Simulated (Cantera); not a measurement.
A Cantera script and what it prints.

```python
import numpy as np
import cantera as ct

gas_names = [...]  # 151 gases of nasa_gas.yaml made of C, H, N, O, Si
cond_names = """
    C(gr) C6H6(L) C7H8(L) C8H18(L),n-octa H2O(s) H2O(L) Si(cr) Si(L) SiC(b) SiO2(Lqz) SiO2(hqz) SiO2(L)
    Si2N2O(s) Si3N4(a)
""".split()


# ... load() reads the species with a 1 bar reference pressure and builds the phases ...
atoms = {
    'TEOS': {'Si': 1, 'C': 8, 'H': 20, 'O': 4},
    'NO': {'N': 1, 'O': 1},
    'H2': {'H': 2},
}
top_T = {'C(gr)': 4500, 'SiC(b)': 3050, 'Si2N2O(s)': 2100, 'Si3N4(a)': 2400}  # K; cautious upper limits of use, not melting points


# ... equilibrate(T, P, feed) seeds the gas with the atoms and calls Mixture.equilibrate('TP', solver="vcs", rtol=1e-11, max_steps=5000) ...
results = []
feed = {'TEOS': 1, 'NO': 1.3, 'H2': 0.23}  # mol
T = 873.15  # K
P = 2100  # Pa
mix = equilibrate(T, P, feed)
results.append((T, P, feed, dict(zip(mix.species_names, mix.species_moles))))
print(gas.report(threshold=1e-06))
for i in range(1, mix.n_phases):
    print(f"{mix.phase(i).name:16s} {mix.phase_moles(i):12.5e} mol")
```

Result:

```
       temperature   873.15 K
          pressure   2100 Pa
           density   0.0026891 kg/m^3
  mean mol. weight   9.2965 kg/kmol
   phase of matter   gas

                          1 kg             1 kmol
                     ---------------   ---------------
          enthalpy       -1.4018e+06       -1.3031e+07  J
   internal energy       -2.1827e+06       -2.0291e+07  J
           entropy             23704        2.2036e+05  J/K
    Gibbs function       -2.2099e+07       -2.0544e+08  J
 heat capacity c_p              3339             31041  J/K
 heat capacity c_v            2444.6             22727  J/K

                      mass frac. Y      mole frac. X     chem. pot. / RT
                     ---------------   ---------------   ---------------
               CH4         0.0083869           0.00486           -44.086
                CO           0.62051           0.20594           -45.928
               CO2          0.047667          0.010069           -90.515
                H2           0.15588           0.71881           -21.372
               H2O          0.025544          0.013182           -65.959
               NH3        7.7094e-06        4.2082e-06            -47.78
                N2           0.14201          0.047126           -31.442
     [ +144 minor]        2.9294e-07        1.0034e-07

C(gr)             4.95365e+00 mol
Si(cr)            0.00000e+00 mol
SiC(b)            0.00000e+00 mol
SiO2(hqz)         1.00000e+00 mol
Si2N2O(s)         0.00000e+00 mol
Si3N4(a)          0.00000e+00 mol
```

Method: chemical equilibrium by Gibbs-energy minimisation in Cantera with the NASA 1993 tables (ideal gas, pure condensed phases). The feed counts by its element totals alone.
